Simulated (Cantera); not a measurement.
What does this Cantera script print?

```python
import numpy as np
import cantera as ct

gas = ct.Solution("gri30.yaml")
gas.TPX = 1300, 1000000, {'CH4': 1, 'O2': 6.45, 'N2': 24.3, 'H2O': 1.2}
reactor = ct.IdealGasConstPressureReactor(gas, energy="on", clone=False)
net = ct.ReactorNet([reactor])
net.rtol, net.atol = 1e-08, 1e-16
show = ['CH4', 'O2', 'H2O', 'C2H6', 'OH']
times = np.geomspace(5e-06, 3, 11)

steps = ct.SolutionArray(gas, extra=["t"])
rows = []
print(f"{'t/s':>10s}{'T/K':>9s}{'P/Pa':>11s}" + "".join(f"{s:>11s}" for s in show))
for t in times:
    while net.time < t:
        t_next = net.step()
        steps.append(gas.state, t=t_next)
    rows.append([np.interp(t, steps.t, y) for y in (steps.T, steps.P, *steps(*show).X.T)])
    print(f"{t:10.3e}{rows[-1][0]:9.1f}{rows[-1][1]:11.4g}" + "".join(f"{x:11.3e}" for x in rows[-1][2:]))
rate = np.gradient(steps.T, steps.t)
print("integrator steps:", len(steps.t))
if steps.T.max() > steps.T[0] + 200:
    print(f"time of steepest temperature rise: {steps.t[rate.argmax()]:.4e} s")
gas.TPX = 1300, 1000000, {'CH4': 1, 'O2': 6.45, 'N2': 24.3, 'H2O': 1.2}
gas.equilibrate("HP")
print(f"equilibrium (HP): T = {gas.T:.1f} K  " + "  ".join(f"{s} {gas[s].X[0]:.3e}" for s in show))
```

Result:

```
       t/s      T/K       P/Pa        CH4         O2        H2O       C2H6         OH
 5.000e-06   1300.0      1e+06  3.035e-02  1.958e-01  3.642e-02  8.306e-12  4.320e-10
 1.891e-05   1300.0      1e+06  3.035e-02  1.958e-01  3.642e-02  5.699e-10  1.886e-09
 7.155e-05   1300.0      1e+06  3.034e-02  1.957e-01  3.642e-02  7.427e-08  1.247e-08
 2.707e-04   1300.5      1e+06  3.024e-02  1.957e-01  3.650e-02  1.413e-05  1.018e-07
 1.024e-03   1916.3      1e+06  5.703e-16  1.357e-01  9.570e-02  2.559e-25  1.995e-03
 3.873e-03   1948.6      1e+06  2.127e-17  1.348e-01  9.668e-02  9.369e-32  7.847e-04
 1.465e-02   1948.6      1e+06  2.832e-20  1.348e-01  9.668e-02  2.010e-37  7.844e-04
 5.542e-02   1948.3      1e+06 -8.103e-23  1.348e-01  9.668e-02  2.032e-38  7.835e-04
 2.096e-01   1947.5      1e+06  4.568e-24  1.346e-01  9.669e-02 -5.435e-44  7.799e-04
 7.931e-01   1944.8      1e+06  4.247e-24  1.340e-01  9.669e-02  2.414e-44  7.681e-04
 3.000e+00   1939.2      1e+06  3.675e-24  1.328e-01  9.671e-02  1.847e-44  7.444e-04
integrator steps: 1660
time of steepest temperature rise: 9.9488e-04 s
equilibrium (HP): T = 1937.1 K  CH4 5.298e-24  O2 1.323e-01  H2O 9.671e-02  C2H6 2.382e-44  OH 7.360e-04
```

Detailed kinetics in Cantera: GRI-Mech 3.0 (53 species, 325 reactions).
